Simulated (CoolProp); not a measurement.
Vapour-liquid equilibrium of CH2F2 (R32) (1) + fluoroethane (R161) (2) at 294.5 K; x and y are mole fractions of (1).

Values from CoolProp's multi-fluid Helmholtz-energy mixture model, Tillner-Roth 1997 and Wu 2012; pair parameters Bell 2016.

| x | bubble pressure (bar) | y at the bubble point | dew pressure at overall composition x (bar) | liquid density (mol/L) |
|---|---|---|---|---|
| 0.05 | 8.789 | 0.088 | 8.599 | 15.10 |
| 0.15 | 9.595 | 0.237 | 9.114 | 15.40 |
| 0.25 | [?] | 0.361 | 9.672 | 15.72 |
| 0.35 | [?] | 0.469 | [?] | 16.06 |
| 0.45 | 11.73 | 0.566 | [?] | 16.42 |
| 0.55 | 12.39 | 0.655 | 11.61 | 16.79 |
| 0.65 | 13.04 | 0.739 | 12.35 | 17.19 |
| 0.75 | 13.68 | 0.818 | [?] | [?] |
| 0.85 | 14.33 | 0.893 | 13.95 | 18.05 |
| 0.95 | [?] | [?] | 14.84 | 18.52 |

### Question
What belongs in the gaps?

### Answer

- 0.25, bubble pressure (bar): 10.34
- 0.35, bubble pressure (bar): 11.05
- 0.35, dew pressure at overall composition x (bar): 10.27
- 0.45, dew pressure at overall composition x (bar): 10.92
- 0.75, dew pressure at overall composition x (bar): 13.13
- 0.75, liquid density (mol/L): 17.61
- 0.95, bubble pressure (bar): 14.98
- 0.95, y at the bubble point: 0.965

No azeotrope shows between x = 0.05 and 0.95.

Pair parameters are fitted to limited data, so mixtures are less certain than the pure fluids.
